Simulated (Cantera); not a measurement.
**Thermodynamics of carbon deposition, reforming and gasification, feed C2H5OH + O2 + N2**

Charge: 1 mol C2H5OH, 0.038 mol O2, 0.31 mol N2, equilibrated at 33.0 Pa.

Cantera equilibrium calculation (NASA polynomials, part measured and part estimated; ideal gas, pure solids and liquids). Candidate condensed phases: C, C6H6, C7H8, C8H18, H2O; 136 gas species. Equilibrium is a limit: real reactors are often held back by kinetics, nucleation or transport.

| T (K) | x H2 | x H | x CO | x N2 | x HCN | n C(graphite) |
|---|---|---|---|---|---|---|
| 1875 | 0.658 | 0.0293 | 0.242 | 0.0687 | 0.00185 | 0.914 |
| 1975 | 0.632 | 0.0599 | 0.238 | 0.0671 | 0.00275 | 0.907 |
| 2075 | 0.587 | 0.112 | 0.232 | 0.0647 | 0.00382 | 0.898 |
| 2175 | 0.517 | 0.193 | 0.222 | 0.0612 | 0.00494 | 0.886 |
| 2275 | 0.423 | 0.304 | 0.208 | 0.0566 | 0.00590 | 0.872 |
| 2375 | 0.313 | 0.434 | 0.192 | 0.0515 | 0.00647 | 0.854 |
| 2475 | 0.205 | 0.560 | 0.176 | 0.0466 | 0.00649 | 0.822 |
| 2575 | 0.119 | 0.658 | 0.163 | 0.0424 | 0.00603 | 0.722 |
x: gas mole fraction; n: condensed amount in mol.

From 1875 K to 2575 K the condensed part is C(graphite). The main C-bearing gas is CO throughout. The share of C in condensed phases is highest at 1875 K (45.7 %) and lowest at 2575 K (36.1 %).
